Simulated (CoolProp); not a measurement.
n-perfluoropentane at 298.15 K and 0.0689 MPa is throttled through a valve to 0.0458 MPa with no heat exchange. Each further row changes one setting.

The numbers come from the reference Helmholtz-energy equation of state, Gao 2022 in CoolProp.

```tsv
case	temperature change (K)	final density (kg/m³)
as stated	-0.5	5.47
outlet pressure 0.0137 MPa	-1.2	1.61
outlet pressure 0.0595 MPa	-0.2	7.16
```
